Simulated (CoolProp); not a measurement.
Saturation properties of CHF3 (R23) (Tc = 299.3 K, pc = 48.32 bar, ω = 0.263).

Computed with CoolProp (reference Helmholtz-energy equation of state, Penoncello 2003).

```json
[
 {"T (K)": "153.2", "p (bar)": "0.05911", "vapour density (kg/m³)": "0.3273", "enthalpy of vaporisation (kJ/kg)": "268.0", "surface tension (mN/m)": "24.1", "vapour viscosity (µPa s)": "7.37"},
 {"T (K)": "166.2", "p (bar)": "0.1857", "vapour density (kg/m³)": "0.9551", "enthalpy of vaporisation (kJ/kg)": "258.6", "surface tension (mN/m)": "21.6", "vapour viscosity (µPa s)": "8.10"},
 {"T (K)": "179.3", "p (bar)": "0.4850", "vapour density (kg/m³)": "2.341", "enthalpy of vaporisation (kJ/kg)": "248.7", "surface tension (mN/m)": "19.1", "vapour viscosity (µPa s)": "8.82"},
 {"T (K)": "192.3", "p (bar)": "1.084", "vapour density (kg/m³)": "4.966", "enthalpy of vaporisation (kJ/kg)": "238.4", "surface tension (mN/m)": "16.6", "vapour viscosity (µPa s)": "9.53"},
 {"T (K)": "205.3", "p (bar)": "2.155", "vapour density (kg/m³)": "9.496", "enthalpy of vaporisation (kJ/kg)": "227.2", "surface tension (mN/m)": "14.2", "vapour viscosity (µPa s)": "10.2"},
 {"T (K)": "218.3", "p (bar)": "3.911", "vapour density (kg/m³)": "16.79", "enthalpy of vaporisation (kJ/kg)": "214.9", "surface tension (mN/m)": "11.8", "vapour viscosity (µPa s)": "11.0"},
 {"T (K)": "231.4", "p (bar)": "6.618", "vapour density (kg/m³)": "28.08", "enthalpy of vaporisation (kJ/kg)": "201.0", "surface tension (mN/m)": "9.46", "vapour viscosity (µPa s)": "11.7"},
 {"T (K)": "244.4", "p (bar)": "10.51", "vapour density (kg/m³)": "44.87", "enthalpy of vaporisation (kJ/kg)": "185.2", "surface tension (mN/m)": "7.22", "vapour viscosity (µPa s)": "12.5"},
 {"T (K)": "257.4", "p (bar)": "15.90", "vapour density (kg/m³)": "69.86", "enthalpy of vaporisation (kJ/kg)": "166.4", "surface tension (mN/m)": "5.09", "vapour viscosity (µPa s)": "13.4"}
]
```

It boils at 191.1 K under 1 atm.

Viscosity comes from a separate model (Shan 2000). Surface tension comes from a separate correlation (Mulero 2012).
